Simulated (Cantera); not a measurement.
An isothermal, constant-pressure homogeneous reactor starts with N2O : N2 = 1 : 4.6 (molar parts), at 1175 K and 1.68 atm.

Computed with Cantera and GRI-Mech 3.0 (53 species, 325 reactions). GRI-Mech 3.0 was tuned for natural gas; its chemistry of N2O as a main component is partial and can be far from experiment. The mechanism lacks the step 2 NO + O2 → 2 NO2, which can matter for NO2 below about 1400 K. The temperature is held fixed by assumption; the heat of reaction is taken as removed at once.

One state of this run: x N2O = 0.0417; x NO = 0.00893; x O2 = 0.0582; x NO2 = 0.000177; x N2 = 0.891. x: mole fraction; the columns are a selection and need not sum to one.

Question: Which value of t (s) does it belong to?
A. 3.09
B. 0.477
C. 0.0737
D. 1.00e-6

Answer: A, 3.09
